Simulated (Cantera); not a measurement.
## Chlorosilane synthesis and conversion: Si + Cl₂ + H₂

Feed: 1 mol Si, 2.9 mol Cl₂, 16 mol H₂, equilibrated at 4.80 bar.

These are equilibrium values from Cantera (NASA tables, ideal gas, pure condensed phases), not measurements of a reactor. Candidate condensed phases: Si; 19 gas species. The tables' values for SiCl₃ are old estimates; treat these amounts as uncertain. The numbers say what is thermodynamically allowed, not how fast it happens.

```tsv
T (°C)	log p H₂	log p HCl	log p SiCl₄	log p SiCl₂	log p SiHCl₃	log p SiCl₃	log p SiH₂Cl₂
325	0.61	-0.32	-0.57	<-11	-4.23	-10.06	-9.19
425	0.61	-0.32	-0.57	<-11	-3.35	-7.84	-7.32
525	0.61	-0.31	-0.57	-9.75	-2.71	-6.19	-5.94
625	0.61	-0.31	-0.58	-7.57	-2.22	-4.92	-4.88
725	0.61	-0.30	-0.60	-5.85	-1.85	-3.92	-4.06
825	0.60	-0.29	-0.62	-4.48	-1.56	-3.13	-3.43
925	0.60	-0.27	-0.66	-3.38	-1.35	-2.50	-2.93
1025	0.60	-0.25	-0.72	-2.50	-1.22	-2.00	-2.57
1125	0.59	-0.21	-0.81	-1.83	-1.16	-1.64	-2.33
1225	0.59	-0.17	-0.96	-1.35	-1.19	-1.40	-2.23
1325	0.58	-0.12	-1.17	-1.04	-1.32	-1.30	-2.25
1425	0.57	-0.08	-1.46	-0.85	-1.53	-1.30	-2.36
```
log p: log10 of the partial pressure in bar; nothing condenses.

From 325 °C to 1425 °C nothing is condensed. The main Si-bearing gas is SiCl₄ at 325 °C and SiCl₂ at 1425 °C.
